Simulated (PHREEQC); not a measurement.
## Leach liquor: an equilibrium model

Consider water at 35 °C with 24 mmol/kgw H2SO4, 1 mmol/kgw FeSO4 and 160 mmol/kgw Fe2(SO4)3. Closed to the air; pH follows from the charge balance.

The numbers come from PHREEQC with the ion-association model, phreeqc.dat.

The pH is 2.03 and the ionic strength comes out as 0.412 mol/kgw. The activity of water is 0.992. The total alkalinity is -688 meq/kg.

| species | molality | activity | log γ |
|---|---|---|---|
| FeSO4+ | 0.211 | 0.145 | -0.162 |
| SO4-2 | 0.0847 | 0.0184 | -0.664 |
| Fe(SO4)2- | 0.0834 | 0.0606 | -0.139 |
| HSO4- | 0.0290 | 0.0210 | -0.139 |
| FeHSO4+2 | 0.0133 | 0.00369 | -0.555 |
| H+ | 0.0122 | 0.00939 | -0.115 |
| Fe+3 | 0.00626 | 0.000581 | -1.032 |
| FeOH+2 | 0.00311 | 0.000702 | -0.647 |

Precipitation was switched off in this run. Saturation is exceeded, for instance for Hematite (slow to form), Goethite (slow to form); the values hold only as long as no solid forms.
